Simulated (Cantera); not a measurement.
Charge: 1 mol N₂O, 0.099 mol SO₂, equilibrated at 352 °C and 98.0 bar.

Cantera equilibrium calculation (NASA polynomials, part measured and part estimated; ideal gas, pure solids and liquids). Candidate condensed phases: S; 17 gas species. The ideal-gas law is rough above about 30 bar. The numbers say what is thermodynamically allowed, not how fast it happens.

Base state: N₂ 0.645, O₂ 0.291, SO₃ 0.0639 (mole fractions); condensed: gas only.

Q: What changes in the equilibrium state with this change: SO₂ from 0.099 to 0.91 mol?

A: 
```
species   before     after
-------  -------  --------
N₂         0.645     0.511
SO₃       0.0639     0.465
O₂         0.291    0.0231
SO₂      5.45e-6  0.000141
```
